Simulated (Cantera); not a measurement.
## Thermodynamics of roasting and sulfation, feed FeS₂ + O₂ + H₂O + SO₂

Charge: 1 mol FeS₂, 0.26 mol O₂, 3.9 mol H₂O, 2.8 mol SO₂, at 5.90 bar.

Equilibrium computed with Cantera from the NASA thermochemical tables; the gas is ideal and each condensed phase is pure. Candidate condensed phases: Fe, FeO, Fe(OH)₂, Fe(OH)₃, FeS, FeSO₄, FeS₂, Fe₂O₃, Fe₂(SO₄)₃, Fe₃O₄, H₂O, H₂SO₄, S; 22 gas species. FeS: taken at fixed stoichiometry. Gases not in the tables: S₃ to S₇. Equilibrium is a limit: real reactors are often held back by kinetics, nucleation or transport.

```tsv
T (K)	log p H₂O	log p SO₂	log p H₂S	log p S₂	n FeS₂(s)	n Fe₃O₄(s)	n FeS(s)
748	0.52	0.41	-2.06	-3.20	0.896	0.0347	0
798	0.52	0.41	-1.74	-2.64	0.888	0.0374	0
848	0.52	0.41	-1.46	-2.14	0.872	0.0428	0
898	0.51	0.41	-1.21	-1.69	0.840	0.0532	0
948	0.49	0.41	-0.88	-1.12	0.288	0	0.712
998	0.47	0.41	-0.74	-0.83	0	0	1.00
1048	0.48	0.41	-0.78	-0.81	0	0	1.00
1098	0.48	0.41	-0.81	-0.78	0	0	1.00
```
log p: log10 of the partial pressure in bar; n: condensed amount in mol.

From 748 K to 898 K the condensed part is FeS₂(s) + Fe₃O₄(s). At 948 K the condensed part is FeS(s) + FeS₂(s). From 998 K to 1098 K the condensed part is FeS(s).
